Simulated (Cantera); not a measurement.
An isothermal, constant-pressure homogeneous reactor starts with C2H6 : H2 = 1 : 55 (molar parts), at 1098 K and 0.00819 atm. Integrator tolerance rtol = 1e-08.

Cantera simulation using GRI-Mech 3.0 (53 species, 325 reactions); the numbers are that mechanism's predictions, not measurements. GRI-Mech 3.0 stops at C3 and has no aromatics, soot or wall deposition, so with more carbon than oxygen in the feed, carbon stays in small species such as C2H2 where larger ones or solid carbon would form. Radical loss at walls, strong at low pressure, is not modelled.

Q: What does this change do: temperature 1098 to 1500 K?

A: 
| quantity | before | after |
|---|---|---|
| x(C2H6) at 300 s | 2.53e-5 (gas-phase equilibrium 4.95e-7) | 1.97e-8 (gas-phase equilibrium 2.71e-9) |
| x(H2) at 300 s | 0.978 (gas-phase equilibrium 0.965) | 0.981 (gas-phase equilibrium 0.982) |
| x(C2H) at 300 s | <1e-12 (gas-phase equilibrium <1e-12) | 5.61e-9 (gas-phase equilibrium 6.20e-9) |
| x(CH3) at 300 s | 3.22e-7 (gas-phase equilibrium 1.78e-7) | 1.34e-5 (gas-phase equilibrium 3.52e-6) |
| x(C2H2) at 300 s | 0.00742 (gas-phase equilibrium 0.000195) | 0.0155 (gas-phase equilibrium 0.0168) |
| x(C2H4) at 300 s | 0.00576 (gas-phase equilibrium 0.000107) | 3.61e-5 (gas-phase equilibrium 3.85e-5) |

Q: What does this change do: temperature 1098 to 1325 K?

A: 
```tsv
quantity	before	after
x(C2H6) at 300 s	2.53e-5 (gas-phase equilibrium 4.95e-7)	1.40e-7 (gas-phase equilibrium 7.28e-8)
x(H2) at 300 s	0.978 (gas-phase equilibrium 0.965)	0.975 (gas-phase equilibrium 0.979)
x(C2H) at 300 s	<1e-12 (gas-phase equilibrium <1e-12)	8.53e-11 (gas-phase equilibrium 1.38e-10)
x(CH3) at 300 s	3.22e-7 (gas-phase equilibrium 1.78e-7)	4.92e-6 (gas-phase equilibrium 2.44e-6)
x(C2H2) at 300 s	0.00742 (gas-phase equilibrium 0.000195)	0.00962 (gas-phase equilibrium 0.0137)
x(C2H4) at 300 s	0.00576 (gas-phase equilibrium 0.000107)	0.000162 (gas-phase equilibrium 0.000229)
```

Q: What does this change do: pressure from 0.00819 atm to 0.711 atm?

A: 
| quantity | before | after |
|---|---|---|
| x(C2H6) at 300 s | 2.53e-5 (gas-phase equilibrium 4.95e-7) | 9.80e-6 (gas-phase equilibrium 5.13e-7) |
| x(H2) at 300 s | 0.978 (gas-phase equilibrium 0.965) | 0.964 (gas-phase equilibrium 0.964) |
| x(C2H) at 300 s | <1e-12 (gas-phase equilibrium <1e-12) | <1e-12 (gas-phase equilibrium <1e-12) |
| x(CH3) at 300 s | 3.22e-7 (gas-phase equilibrium 1.78e-7) | 3.84e-8 (gas-phase equilibrium 1.95e-8) |
| x(C2H2) at 300 s | 0.00742 (gas-phase equilibrium 0.000195) | 5.81e-7 (gas-phase equilibrium 2.69e-8) |
| x(C2H4) at 300 s | 0.00576 (gas-phase equilibrium 0.000107) | 2.60e-5 (gas-phase equilibrium 1.28e-6) |
